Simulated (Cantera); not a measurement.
A freely propagating, adiabatic, planar premixed flame of CH4 : C2H6 : O2 : N2 = 1 : 0.047 : 1.55 : 5.81 (molar parts), equivalence ratio 1.4, unburnt at 500 K and 7500 Torr; mixture-averaged transport, grid criteria slope 0.08 and curve 0.16, no radiation.

Model: GRI-Mech 3.0 (53 species, 325 reactions), integrated in Cantera. Burning velocities carry a grid error of a few per cent, more on coarse grids.

Question: How do the results move with these cheaper or finer settings: unity-Lewis-number transport; multicomponent transport; multicomponent+Soret transport; grid criteria slope 0.5, curve 1; grid criteria slope 0.25, curve 0.5; grid criteria slope 0.03, curve 0.06?

Answer: 
| setting | laminar burning velocity | thermal thickness | peak x(H) | peak x(CH2) | grid points |
|---|---|---|---|---|---|
| as above | 19.9 cm/s | 0.132 mm | 0.000571 | 1.53e-5 | 136 |
| unity-Lewis-number transport | 15.6 cm/s | 0.154 mm | 0.000574 | 1.44e-5 | 134 |
| multicomponent transport | 20.0 cm/s | 0.134 mm | 0.000571 | 1.53e-5 | 137 |
| multicomponent+Soret transport | 20.0 cm/s | 0.132 mm | 0.000594 | 1.58e-5 | 136 |
| grid criteria slope 0.5, curve 1 | 21.2 cm/s | 0.144 mm | 0.000565 | 1.50e-5 | 34 |
| grid criteria slope 0.25, curve 0.5 | 20.4 cm/s | 0.137 mm | 0.000564 | 1.49e-5 | 55 |
| grid criteria slope 0.03, curve 0.06 | 19.4 cm/s | 0.131 mm | 0.000564 | 1.51e-5 | 320 |
The base run took about 8 core-seconds (a rough figure).
Unity Lewis numbers drop preferential diffusion, which matters most where H2 and H carry the flame; Soret adds thermal diffusion.
